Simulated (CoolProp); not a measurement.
A single-stage vapour-compression cycle with R1336mzz(E): evaporating at 254.15 K (dew point), condensing at 278.15 K (bubble point), superheat 0 K, subcooling 5 K, compressor efficiency 0.85, no pressure losses. Each further row changes one setting.

Values from CoolProp's reference Helmholtz-energy equation of state, Akasaka 2023.

| case | cooling COP | pressure ratio | discharge temperature (K) | refrigerating effect (kJ/kg) | volumetric capacity (kJ/m³) |
|---|---|---|---|---|---|
| as stated | ? | 3.05 | 278.2 | 144 | 336 |
| evaporating temperature 259.15 K | 11.1 | 2.37 | 278.2 | ? | ? |
| condensing temperature 273.15 K | ? | 2.47 | 273.2 | 150 | 350 |
| subcooling 10 K | ? | 3.05 | 278.2 | 150 | 350 |
| superheat 10 K | ? | 3.05 | 288.2 | 152 | 340 |
| compressor efficiency 0.75 | ? | 3.05 | ? | 144 | 336 |

Question: Complete the blanks.

Answer: 
- as stated, cooling COP: 8.45
- evaporating temperature 259.15 K, refrigerating effect (kJ/kg): 147
- evaporating temperature 259.15 K, volumetric capacity (kJ/m³): 437
- condensing temperature 273.15 K, cooling COP: 10.9
- subcooling 10 K, cooling COP: 8.81
- superheat 10 K, cooling COP: 8.53
- compressor efficiency 0.75, cooling COP: 7.46
- compressor efficiency 0.75, discharge temperature (K): 280.7

The compression ends wet for: as stated; evaporating temperature 259.15 K; subcooling 10 K.
